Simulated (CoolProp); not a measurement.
Tetradecamethylhexasiloxane (MD4M) along the isobar 5.18 bar: density (kg/m³) from the reference equation and from simpler models built on Tc = 653.2 K, pc = 8.286 bar, ω = 0.800; each cubic takes its own stable root.

The numbers come from the reference Helmholtz-energy equation of state, Thol 2019 in CoolProp.

| T (K) | phase | reference |
|---|---|---|
| 235.8 | liquid | 947.8 |
| 256.3 | liquid | 927.7 |
| 276.7 | liquid | 907.9 |
| 297.2 | liquid | 888.2 |
| 317.6 | liquid | 868.5 |
| 338.1 | liquid | 848.8 |
| 358.6 | liquid | 829.0 |
| 379 | liquid | 809.1 |
| 399.5 | liquid | 788.8 |
| 419.9 | liquid | 768.3 |
| 440.4 | liquid | 747.2 |
| 460.9 | liquid | 725.5 |
| 481.3 | liquid | 703.2 |
| 501.8 | liquid | 679.8 |

How far does each simpler model (van der Waals, Soave-Redlich-Kwong, Peng-Robinson) lie from the reference over these 14 states: mean and median of the absolute difference, and the worst?


- van der Waals: mean 45.6 %, median 45.4 %, worst -47.9 % at 235.8 K and 5.18 bar
- Soave-Redlich-Kwong: mean 13.9 %, median 13.4 %, worst -19.4 % at 235.8 K and 5.18 bar
- Peng-Robinson: mean 3.8 %, median 2.9 %, worst -10.0 % at 235.8 K and 5.18 bar
